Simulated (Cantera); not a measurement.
## Adiabatic ignition

An adiabatic, constant-volume homogeneous reactor starts with CH4 : H2 : O2 : N2 : CO2 = 1 : 0.085 : 1.7 : 11.9 : 0.96 (molar parts), at 1375 K and 100000 Pa.

Detailed kinetics in Cantera: GRI-Mech 3.0 (53 species, 325 reactions).

| t (s) | T (K) | P (bar) | x CH4 | x H2 | x O2 | x CH2O | x HCO |
|---|---|---|---|---|---|---|---|
| 2.00e-6 | 1375 | 1.00 | 0.0639 | 0.00543 | 0.109 | 2.64e-11 | <1e-12 |
| 8.60e-6 | 1375 | 1.00 | 0.0639 | 0.00543 | 0.109 | 5.94e-10 | <1e-12 |
| 3.69e-5 | 1375 | 1.000 | 0.0639 | 0.00543 | 0.109 | 1.28e-8 | <1e-12 |
| 0.000159 | 1375 | 1.000 | 0.0639 | 0.00543 | 0.109 | 3.46e-7 | 1.33e-12 |
| 0.000682 | 1375 | 1.00 | 0.0639 | 0.00543 | 0.109 | 1.87e-5 | 2.33e-10 |
| 0.00293 | 1385 | 1.01 | 0.0621 | 0.00550 | 0.108 | 0.000457 | 1.95e-8 |
| 0.0126 | 2515 | 1.88 | <1e-12 | 0.00997 | 0.00299 | 3.18e-10 | 2.18e-8 |
| 0.0541 | 2510 | 1.88 | <1e-12 | 0.0101 | 0.00280 | 3.24e-10 | 2.18e-8 |
| 0.233 | 2510 | 1.88 | <1e-12 | 0.0101 | 0.00280 | 3.24e-10 | 2.18e-8 |
| 1.00 | 2510 | 1.88 | <1e-12 | 0.0101 | 0.00280 | 3.24e-10 | 2.18e-8 |
x: mole fraction; the columns are a selection and need not sum to one.

- time of steepest temperature rise: 5.57 ms
- temperature at 1.00 s: 2510 K
- equilibrium temperature: 2510 K
- x(CH4) at 1.00 s: <1e-12 (gas-phase equilibrium <1e-12)
- x(H2) at 1.00 s: 0.0101 (gas-phase equilibrium 0.0101)
- x(O2) at 1.00 s: 0.00280 (gas-phase equilibrium 0.00280)
